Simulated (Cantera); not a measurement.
Chlorosilane synthesis and conversion: SiCl4 + HCl + H2

Input: 1 mol SiCl4, 0.71 mol HCl, 0.26 mol H2, at 34000 Pa.

Method: chemical equilibrium by Gibbs-energy minimisation in Cantera with the NASA 1993 tables (ideal gas, pure condensed phases). Candidate condensed phases: Si; 19 gas species. The tables' values for SiCl3 are old estimates; treat these amounts as uncertain. Kinetics and transport are ignored.

From 573 K to 1173 K nothing is condensed. The main Si-bearing gas is SiCl4 throughout.

| T (K) | log p SiCl4 | log p HCl | log p H2 | log p SiHCl3 | log p SiCl3 | log p SiCl2 |
|---|---|---|---|---|---|---|
| 573 | -0.76 | -0.91 | -1.35 | -6.05 | -11.31 | <-12 |
| 648 | -0.76 | -0.91 | -1.35 | -5.31 | -9.44 | <-12 |
| 723 | -0.76 | -0.91 | -1.35 | -4.72 | -7.96 | <-12 |
| 798 | -0.76 | -0.91 | -1.35 | -4.26 | -6.76 | -10.70 |
| 873 | -0.76 | -0.91 | -1.35 | -3.87 | -5.77 | -9.01 |
| 948 | -0.76 | -0.91 | -1.35 | -3.55 | -4.94 | -7.59 |
| 1023 | -0.76 | -0.91 | -1.35 | -3.28 | -4.24 | -6.39 |
| 1098 | -0.77 | -0.91 | -1.36 | -3.05 | -3.64 | -5.36 |
| 1173 | -0.77 | -0.90 | -1.37 | -2.86 | -3.12 | -4.47 |
log p: log10 of the partial pressure in bar; nothing condenses.
